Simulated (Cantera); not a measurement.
Charge: 1 mol Ta2O5, 0.9 mol C, 0.31 mol CO, 1.3 mol H2, at 0.360 bar.

Method: chemical equilibrium by Gibbs-energy minimisation in Cantera with the NASA 1993 tables (ideal gas, pure condensed phases). Candidate condensed phases: C, C6H6, C7H8, C8H18, H2O, Ta, TaC, Ta2O5; 113 gas species. Mutual solubility and eutectic melting of coexisting phases are not modelled. TaC: taken at fixed stoichiometry. Condensed phases not in the tables: Ta2C, N, O or C dissolved in the metal. Kinetics and transport are ignored.

x: gas mole fraction; n: condensed amount in mol.

```csv
T (K),x H2,x CO,x H,x TaO2,x H2O,x TaO,n TaC(s),n Ta2O5(s),n Ta2O5(l),n Ta(s)
1473,0.576,0.422,1.60e-5,1.54e-12,0.00173,<1e-12,0.259,0.871,0,0
1673,0.575,0.422,0.000144,8.83e-10,0.00228,___,0.259,0.871,0,0
1873,0.574,0.422,0.000815,1.25e-7,0.00280,___,0.259,0.870,0,0
2073,0.572,0.421,0.00331,6.40e-6,0.00325,___,0.260,0,0.870,0
2273,0.566,0.420,0.0105,0.000123,0.00334,___,0.260,0,0.870,0
2473,0.494,0.474,0.0261,0.00127,0.00365,___,0,0,0.816,0.363
2673,0.463,0.462,0.0581,0.00801,0.00515,___,0,0,0.807,0.359
```

Task: What belongs in the gaps?

Result: 
- 1673, x TaO: 1.47e-11
- 1873, x TaO: 5.02e-9
- 2073, x TaO: 5.34e-7
- 2273, x TaO: 2.05e-5
- 2473, x TaO: 0.000312
- 2673, x TaO: 0.00221
